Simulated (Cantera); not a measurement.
Predominance diagram of Ba at 1202 °C against the partial pressures of O₂ and H₂O (log10, bar). Source: NASA polynomial tables (part measured, part estimated), evaluated in Cantera. Candidates: Ba(l), BaO(s), Ba(OH)₂(l). Only these pure phases compete in this equilibrium. Not in the tables: the peroxide.

```
log p(H₂O) \ log p(O₂)
        columns: -9, -8.3, -7.6, -6.9, -6.2, -5.5, -4.8, -4.2, -3.5, -2.8, -2.1, -1.4, -0.7, 0
      1  A A A A A A A A A A A A A A
   -0.2  B B B B B B B B B B B B B B
   -1.4  B B B B B B B B B B B B B B
   -2.6  B B B B B B B B B B B B B B
   -3.8  B B B B B B B B B B B B B B
     -5  B B B B B B B B B B B B B B
   -6.2  B B B B B B B B B B B B B B
   -7.4  B B B B B B B B B B B B B B
   -8.6  B B B B B B B B B B B B B B
   -9.8  B B B B B B B B B B B B B B
    -11  B B B B B B B B B B B B B B
```

A: Ba(OH)₂(l); B: BaO(s).
